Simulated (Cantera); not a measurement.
Equilibrium for tantalum, niobium, vanadium and zirconium in process gases: Zr + O2 + N2 + H2O

Input: 1 mol Zr, 0.61 mol O2, 10 mol N2, 0.26 mol H2O, held at 10.0 mbar.

These are equilibrium values from Cantera (NASA tables, ideal gas, pure condensed phases), not measurements of a reactor. Candidate condensed phases: H2O, Zr, ZrN, ZrO2; 28 gas species. Mutual solubility and eutectic melting of coexisting phases are not modelled. ZrN: taken at fixed stoichiometry. Condensed phases not in the tables: solid solutions among these carbides, nitrides and lower oxides. Kinetics and transport are ignored.

From 1348 K to 1448 K the condensed part is ZrN(s) + ZrO2(monoclinic). From 1548 K to 2248 K the condensed part is ZrN(s) + ZrO2(tetragonal).

| T (K) | x N2 | x H2 | x H | x ZrO | x H2O | x ZrO2 | x OH | x N | n ZrN(s) | n ZrO2(monoclinic) | n ZrO2(tetragonal) |
|---|---|---|---|---|---|---|---|---|---|---|---|
| 1348 | 0.974 | 0.0257 | 3.71e-6 | <1e-12 | 8.10e-8 | <1e-12 | <1e-12 | <1e-12 | 0.260 | 0.740 | 0 |
| 1448 | 0.974 | 0.0257 | 1.48e-5 | <1e-12 | 1.63e-7 | <1e-12 | 2.24e-12 | <1e-12 | 0.260 | 0.740 | 0 |
| 1548 | 0.974 | 0.0256 | 4.93e-5 | <1e-12 | 2.97e-7 | <1e-12 | 1.91e-11 | 1.97e-12 | 0.260 | 0 | 0.740 |
| 1648 | 0.974 | 0.0256 | 0.000142 | 2.54e-12 | 4.98e-7 | <1e-12 | 1.25e-10 | 1.88e-11 | 0.260 | 0 | 0.740 |
| 1748 | 0.974 | 0.0255 | 0.000365 | 7.08e-11 | 7.85e-7 | 3.94e-12 | 6.56e-10 | 1.39e-10 | 0.260 | 0 | 0.740 |
| 1848 | 0.974 | 0.0252 | 0.000842 | 1.37e-9 | 1.17e-6 | 7.14e-11 | 2.88e-9 | 8.30e-10 | 0.260 | 0 | 0.740 |
| 1948 | 0.973 | 0.0248 | 0.00178 | 1.94e-8 | 1.66e-6 | 9.56e-10 | 1.08e-8 | 4.12e-9 | 0.260 | 0 | 0.740 |
| 2048 | 0.973 | 0.0239 | 0.00346 | 2.11e-7 | 2.23e-6 | 9.88e-9 | 3.52e-8 | 1.75e-8 | 0.260 | 0 | 0.740 |
| 2148 | 0.971 | 0.0225 | 0.00625 | 1.83e-6 | 2.84e-6 | 8.17e-8 | 1.02e-7 | 6.50e-8 | 0.260 | 0 | 0.740 |
| 2248 | 0.969 | 0.0203 | 0.0105 | 1.30e-5 | 3.37e-6 | 5.58e-7 | 2.61e-7 | 2.15e-7 | 0.260 | 0 | 0.740 |
x: gas mole fraction; n: condensed amount in mol.
